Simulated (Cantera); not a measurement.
Input: 1 mol n-butane, 0.26 mol H₂O, at 1002 °C and 97.0 Pa.

Equilibrium computed with Cantera from the NASA thermochemical tables; the gas is ideal and each condensed phase is pure. Rates play no part.

| species | before | after |
|---|---|---|
| H₂ | 0.953 | 0.952 |
| CO | 0.0471 | 0.0458 |
| CH₄ | 8.16e-6 | 0.00122 |
| H | 2.31e-5 | <1e-9 |
| CO₂ | 1.51e-8 | 0.000213 |
| H₂O | 5.08e-7 | 0.00104 |
| C(graphite), mol | 3.74 | 3.74 |
Gas species are given as mole fractions.

Q: Which change was made?
A. H₂O from 0.26 to 1.1 mol
B. pressure from 97.0 Pa to 1.00 bar
C. temperature from 1002 °C to 525 °C
D. H₂O from 0.26 to 0.48 mol

A: C, temperature from 1002 °C to 525 °C
